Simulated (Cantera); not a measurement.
An adiabatic, constant-volume homogeneous reactor starts with CH4 : O2 : N2 = 1 : 1.54 : 5.78 (molar parts), equivalence ratio 1.3, at 1525 K and 3830 Torr.

Computed with Cantera and GRI-Mech 3.0 (53 species, 325 reactions). Above 3000 K some thermodynamic fits are extrapolated.

Predict: time of steepest temperature rise; temperature at 5.00 s; equilibrium temperature; x(O2) at 5.00 s; x(CO2) at 5.00 s; x(N2O) at 5.00 s; x(OH) at 5.00 s.

time of steepest temperature rise: 0.270 ms
temperature at 5.00 s: 3091 K
equilibrium temperature: 3091 K
x(O2) at 5.00 s: 0.00407 (gas-phase equilibrium 0.00407)
x(CO2) at 5.00 s: 0.0352 (gas-phase equilibrium 0.0352)
x(N2O) at 5.00 s: 1.14e-6 (gas-phase equilibrium 1.14e-6)
x(OH) at 5.00 s: 0.0167 (gas-phase equilibrium 0.0167)
